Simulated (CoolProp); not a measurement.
Vapour-liquid equilibrium of acetone (1) + n-decane (2) at 79.95 °C; x and y are mole fractions of (1).

Model: multi-fluid Helmholtz-energy mixture model, Lemmon 2006 and Lemmon 2006; pair parameters Bell 2016, in CoolProp.

Q: Give the bubble pressure and the first vapour's composition at x = 0.55, 0.75, 0.95. Is there an azeotrope?

A: x = 0.55: 157.2 kPa, y = 0.982; x = 0.75: 176.3 kPa, y = 0.987; x = 0.95: 205.1 kPa, y = 0.996. No azeotrope shows between x = 0.05 and 0.95.

The pair parameters rest on a limited set of measurements; away from them the model extrapolates. With so large a gap from Raoult's law the liquid may split in two, which this calculation doesn't test in full.
